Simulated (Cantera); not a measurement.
# Thermodynamics of titanium nitride, carbide and oxide coatings, feed Ti + CH4

Input: 1 mol Ti, 0.32 mol CH4, at 16000 Pa.

Method: chemical equilibrium by Gibbs-energy minimisation in Cantera with the NASA 1993 tables (ideal gas, pure condensed phases). Candidate condensed phases: C, C6H6, C7H8, C8H18, Ti, TiC; 77 gas species. Mutual solubility and eutectic melting of coexisting phases are not modelled. TiC: taken at fixed stoichiometry. Condensed phases not in the tables: N, O or C dissolved in the metal. Equilibrium is a limit: real reactors are often held back by kinetics, nucleation or transport.

At 1650 °C the condensed part is Ti(β) + TiC(s). From 1675 °C to 1975 °C the condensed part is Ti(l) + TiC(s). The main Ti-bearing gas is Ti throughout.

```csv
T (°C),x H2,x H,x Ti,x CH4,x CH3,n Ti(β),n TiC(s),n Ti(l)
1650,0.998,0.00235,2.14e-5,3.96e-9,1.86e-10,0.680,0.320,0
1675,0.997,0.00282,3.07e-5,4.30e-9,2.42e-10,0,0.320,0.680
1700,0.997,0.00337,4.33e-5,4.70e-9,3.16e-10,0,0.320,0.680
1725,0.996,0.00400,6.05e-5,5.13e-9,4.08e-10,0,0.320,0.680
1750,0.995,0.00474,8.37e-5,5.60e-9,5.25e-10,0,0.320,0.680
1775,0.994,0.00558,0.000115,6.09e-9,6.72e-10,0,0.320,0.680
1800,0.993,0.00655,0.000157,6.61e-9,8.53e-10,0,0.320,0.680
1825,0.992,0.00766,0.000212,7.16e-9,1.08e-9,0,0.320,0.680
1850,0.991,0.00893,0.000284,7.74e-9,1.35e-9,0,0.320,0.680
1875,0.989,0.0104,0.000378,8.35e-9,1.69e-9,0,0.320,0.680
1900,0.988,0.0120,0.000501,9.00e-9,2.10e-9,0,0.320,0.680
1925,0.986,0.0138,0.000658,9.67e-9,2.60e-9,0,0.320,0.680
1950,0.983,0.0159,0.000859,1.04e-8,3.20e-9,0,0.320,0.679
1975,0.981,0.0182,0.00111,1.11e-8,3.91e-9,0,0.320,0.679
```
x: gas mole fraction; n: condensed amount in mol.
